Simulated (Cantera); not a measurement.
A perfectly stirred reactor is fed with H2 : O2 : N2 = 1 : 0.746 : 2.81 (molar parts), equivalence ratio 0.67, at 0.987 atm; it is adiabatic with a 625 K inlet, and is followed from long to short residence time, starting on the burning branch (τ in s: 0.2, 0.087, 0.038, 0.016, 0.0071, 0.0031, 0.0013, 0.00058, 0.00025, 0.00011, 4.7e-05, 2.1e-05, 8.9e-06).

Cantera simulation using the H2/O2 subset of GRI-Mech 3.0, which has no nitrogen chemistry; the numbers are that mechanism's predictions, not measurements.

Question: What does this change do: H2 1 to 0.66 parts?

Answer: 
| quantity | before | after |
|---|---|---|
| blow-out, bracketed by the residence times tried | burning at 21.0 µs, out at 8.90 µs | burning at 21.0 µs, out at 8.90 µs |
| x(H2) at τ = 0.200 s | 0.00129 | 9.75e-5 |
| x(O2) at τ = 0.200 s | 0.0593 | 0.107 |
| x(H2O) at τ = 0.200 s | 0.241 | 0.169 |
| x(HO2) at τ = 0.200 s | 3.71e-6 | 1.37e-6 |
| x(H) at τ = 0.200 s | 0.000228 | 9.49e-6 |
| x(H2) at τ = 1.30 ms | 0.00727 | 0.00243 |
| x(O2) at τ = 1.30 ms | 0.0592 | 0.105 |
| x(H2O) at τ = 1.30 ms | 0.229 | 0.163 |
| x(HO2) at τ = 1.30 ms | 8.59e-6 | 1.83e-5 |
| x(H) at τ = 1.30 ms | 0.00326 | 0.00121 |
